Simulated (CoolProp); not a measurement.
Values from CoolProp's reference Helmholtz-energy equation of state, Eisenbach 2021.

For propylene glycol, give the phase and the density (kg/m³), Joule-Thomson coefficient (K/MPa), isothermal compressibility (1/MPa), expansivity (1/kK) at 620 K and 0.678 MPa.


- 620 K and 0.678 MPa: gas; density 10.5, Joule-Thomson coefficient 6.10, isothermal compressibility 1.55, expansivity 1.93
